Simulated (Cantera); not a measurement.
A closed system holds: 1 mol SiCl₄, 54 mol N₂, 0.17 mol H₂, equilibrated at 1400 K and 0.100 bar.

These are equilibrium values from Cantera (NASA tables, ideal gas, pure condensed phases), not measurements of a reactor. Candidate condensed phases: NH₄Cl, Si, Si₃N₄; 28 gas species. The tables' values for SiCl₃ are old estimates; treat these amounts as uncertain. Rates play no part.

What is the equilibrium state?


- x(N₂): 0.976
- x(SiCl₄): 0.0138
- x(HCl): 0.00604
- x(SiCl₃): 0.00243
- x(SiCl₂): 0.00181
- x(H₂): 5.00e-5
- x(Cl): 1.08e-5
- x(SiHCl₃): 8.10e-6
- gas amount: 55.34 mol
- log10 activity of Si(s) (absent): -3.08
